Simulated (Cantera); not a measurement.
An isothermal plug-flow reactor at 1098 K and 55000 Pa (inlet), inlet velocity 0.19 m/s, active area per volume 110 1/m; feed 0.953 % CH₄, 1.24 % O₂, 97.8 % N₂, equivalence ratio 1.5.

Cantera simulation using Deutschmann's 1995 Pt surface mechanism with GRI-Mech 3.0 gas chemistry; the numbers are that mechanism's predictions, not measurements. Catalytic surfaces can have several steady states; this one follows from the mechanism file's or the stated starting coverage. Mass transfer to the wall is taken as infinitely fast.

One state of this run: x CH₄ = 0.00741; x O₂ = 0.00815; x H₂O = 0.00423; x CO₂ = 0.00210; x CO = 1.17e-5; θ free Pt = 0.562; θ H* = 1.41e-6; θ O* = 0.437; θ OH* = 0.000826; θ CO* = 3.00e-5; θ C* = 2.94e-7. x: gas mole fraction; θ: surface coverage.

Which value of z (m) does it belong to?
A. 5.9e-05
B. 0.00011
C. 3.3e-05
D. 0.00059

D, 0.00059
